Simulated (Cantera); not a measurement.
An isothermal, constant-pressure homogeneous reactor starts with C₂H₆ : H₂ = 1 : 3.9 (molar parts), at 1425 K and 0.980 bar.

Model: GRI-Mech 3.0 (53 species, 325 reactions), integrated in Cantera. GRI-Mech 3.0 stops at C3 and has no aromatics, soot or wall deposition, so with more carbon than oxygen in the feed, carbon stays in small species such as C2H2 where larger ones or solid carbon would form.

One state of this run: x C₂H₆ = 0.000202; x H₂ = 0.699; x C₂H = 4.22e-10; x C₂H₄ = 0.0187; x CH₃ = 3.97e-5; x CH₄ = 0.238. x: mole fraction; the columns are a selection and need not sum to one.

Question: Which value of t (s) does it belong to?
(A) 0.0170
(B) 0.111
(C) 0.283
(D) 30.7

Answer: D, 30.7
